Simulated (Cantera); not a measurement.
A closed system holds: 1 mol SiCl4, 20 mol NH3, 0.32 mol H2, at 5.40 Pa.

Method: chemical equilibrium by Gibbs-energy minimisation in Cantera with the NASA 1993 tables (ideal gas, pure condensed phases). Candidate condensed phases: NH4Cl, Si, Si3N4; 28 gas species. The tables' values for SiCl, SiN are old estimates; treat these amounts as uncertain. Rates play no part. All values below are at 1800 K.

Base state: H2 0.634, N2 0.228, HCl 0.0734, H 0.0388, Si 0.0150, SiCl2 0.00669, Cl 0.00344, SiCl 0.000879 (mole fractions); condensed: gas only.

Problem. What changes in the equilibrium state with this change: H2 from 0.32 to 9.2 mol?

Solution. 
| species | before | after |
|---|---|---|
| H2 | 0.634 | 0.686 |
| N2 | 0.228 | 0.188 |
| HCl | 0.0734 | 0.0633 |
| Si | 0.0150 | 0.0138 |
| H | 0.0388 | 0.0404 |
| SiCl2 | 0.00669 | 0.00423 |
| SiCl | 0.000879 | 0.000669 |
| Cl | 0.00344 | 0.00285 |
